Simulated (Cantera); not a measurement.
Input (Python, Cantera) and output of one run.

```python
import numpy as np
import cantera as ct

gas_names = """
    H HNO HNO2 HNO3 HO2 H2 H2O H2O2 H2S H2SO4 N NH NH2 NH3 NH2OH NO NO2 NO3 N2 N2H2 N2H4 N2O O OH O2 O3
    S SH SN SO SO2 SO3 S2 S2O S8
""".split()
cond_names = """
    H2O(s) H2O(L) H2SO4(L) S(cr1) S(cr2) S(L)
""".split()


# ... load() reads the species with a 1 bar reference pressure and builds the phases ...
atoms = {
    'N2O': {'N': 2, 'O': 1},
    'SO2': {'S': 1, 'O': 2},
    'H2': {'H': 2},
}
top_T = {}  # K; cautious upper limits of use, not melting points


# ... equilibrate(T, P, feed) seeds the gas with the atoms and calls Mixture.equilibrate('TP', solver="vcs", rtol=1e-11, max_steps=5000) ...
results = []
feed = {'N2O': 1, 'SO2': 0.2, 'H2': 4.6}  # mol
T = 3273  # K
for P in [10, 84, 710, 6000, 50000, 420000, 3600000, 30000000]:
    mix = equilibrate(T, P, feed)
    results.append((T, P, feed, dict(zip(mix.species_names, mix.species_moles))))

top = {s: max(r[3][s] / sum(r[3][g] for g in gas_names) for r in results) for s in gas_names}
cols = sorted((s for s in top if top[s] > 0.0001), key=lambda s: -top[s])[:9]
seen = [c for c in cond_names if any(r[3].get(c, 0) > 1e-12 for r in results)]
print("log10 of partial pressures in bar; condensed amounts in mol")
print(f"{'P/Pa':>10s}" + "".join(f"{s[:9]:>10s}" for s in cols + seen))
for T, P, feed, n in results:
    ng = sum(n[g] for g in gas_names)
    print(f"{P:10.4g}" + "".join(f"{np.log10(max(n[s] / ng * P / 1e5, 1e-99)):10.3f}" for s in cols)
          + "".join(f"{n.get(c, 0):10.4g}" for c in seen))
```

It prints:

```
log10 of partial pressures in bar; condensed amounts in mol
      P/Pa         H        H2       H2O        N2         O        OH       H2S         S        SH
        10    -4.109    -7.283   -10.654    -5.078    -4.927    -7.876   -13.922    -5.772    -9.537
        84    -3.187    -5.439    -7.890    -4.148    -4.007    -6.033   -11.156    -4.850    -7.692
       710    -2.280    -3.625    -5.179    -3.205    -3.109    -4.229    -8.435    -3.942    -5.878
      6000    -1.468    -2.000    -2.817    -2.198    -2.372    -2.680    -5.964    -3.096    -4.219
     5e+04    -0.838    -0.741    -1.229    -1.157    -2.043    -1.721    -3.877    -2.268    -2.762
   4.2e+05    -0.315     0.305    -0.100    -0.170    -1.962    -1.116    -2.045    -1.482    -1.453
   3.6e+06     0.170     1.275     0.907     0.789    -1.924    -0.594    -0.479    -0.887    -0.372
     3e+07     0.634     2.203     1.859     1.721    -1.900    -0.106     0.800    -0.536     0.443
```

Equilibrium computed with Cantera from the NASA thermochemical tables; the gas is ideal and each condensed phase is pure. The ideal-gas law is rough above about 30 bar.
